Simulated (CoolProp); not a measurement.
Vapour pressure (MPa) of hydrogen sulfide: the reference equation beside estimates from Tc = 373.1 K, pc = 8.999 MPa, ω = 0.101.

Values from CoolProp's reference Helmholtz-energy equation of state, Lemmon 2006. It is a short technical equation, of lower accuracy than the large ones.

```json
[
 {"T (K)": "237.2", "reference": "0.3025", "Lee-Kesler": "0.3008", "Peng-Robinson": "0.3044"},
 {"T (K)": "240.2", "reference": "0.3403", "Lee-Kesler": "0.3387", "Peng-Robinson": "0.3421"},
 {"T (K)": "243.1", "reference": "?", "Lee-Kesler": "0.3787", "Peng-Robinson": "?"},
 {"T (K)": "246.1", "reference": "0.4251", "Lee-Kesler": "0.4238", "Peng-Robinson": "?"},
 {"T (K)": "249.1", "reference": "?", "Lee-Kesler": "0.4727", "Peng-Robinson": "0.4750"},
 {"T (K)": "252", "reference": "0.5250", "Lee-Kesler": "?", "Peng-Robinson": "0.5258"},
 {"T (K)": "255", "reference": "0.5821", "Lee-Kesler": "0.5814", "Peng-Robinson": "0.5826"},
 {"T (K)": "257.9", "reference": "0.6416", "Lee-Kesler": "0.6412", "Peng-Robinson": "0.6419"},
 {"T (K)": "260.9", "reference": "0.7079", "Lee-Kesler": "0.7078", "Peng-Robinson": "0.7078"},
 {"T (K)": "263.9", "reference": "0.7791", "Lee-Kesler": "0.7793", "Peng-Robinson": "0.7787"},
 {"T (K)": "266.8", "reference": "?", "Lee-Kesler": "0.8534", "Peng-Robinson": "0.8522"},
 {"T (K)": "269.8", "reference": "?", "Lee-Kesler": "0.9354", "Peng-Robinson": "0.9335"},
 {"T (K)": "272.7", "reference": "1.019", "Lee-Kesler": "1.020", "Peng-Robinson": "1.018"}
]
```

### Question
Fill in the missing entries.

### Answer

- 243.1, reference: 0.3802
- 243.1, Peng-Robinson: 0.3817
- 246.1, Peng-Robinson: 0.4264
- 249.1, reference: 0.4739
- 252, Lee-Kesler: 0.5241
- 266.8, reference: 0.8529
- 269.8, reference: 0.9346

Absolute difference from the reference over all 13 rows, mean and median: Lee-Kesler 0.2 and 0.1 %, Peng-Robinson 0.2 and 0.1 %.
